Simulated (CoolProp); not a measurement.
The fluid at 275.53 K and 1.42 MPa flows at 0.26 m/s in a round tube of 20 mm bore and 1.5 µm roughness, fully developed (64/Re and Nu = 3.66 if laminar; Colebrook and Gnielinski if turbulent). The same conditions are run with several fluids, on thermodynamics alone (safety and materials aside).

The numbers come from the reference Helmholtz-energy equation of state of each fluid (c-C4F8 (RC318): Platzer 1990; R123: Younglove 1994; R143a: Lemmon and Jacobsen 2000; n-nonane: Lemmon 2006; n-butane: Bücker 2006) in CoolProp. The equations of Platzer and Polt are older, rougher fits.

```
fluid           Reynolds number  Darcy friction factor  pressure drop (Pa/m)  heat-transfer coefficient (W/(m² K))  mass flow (kg/h)
--------------  ---------------  ---------------------  --------------------  ------------------------------------  ----------------
c-C4F8 (RC318)            15800                 0.0276                  74.2                                   445               468
R123                      14200                 0.0283                  72.9                                   444               448
R143a                     37800                 0.0225                  38.8                                   677               300
n-nonane                   4150                 0.0396                  49.0                                   280               216
n-butane                  15500                 0.0277                  28.1                                   545               176
```

Transport values come from each fluid's own correlations; those of c-C4F8 (RC318), R143a are estimates that may be off by 10 % or more.
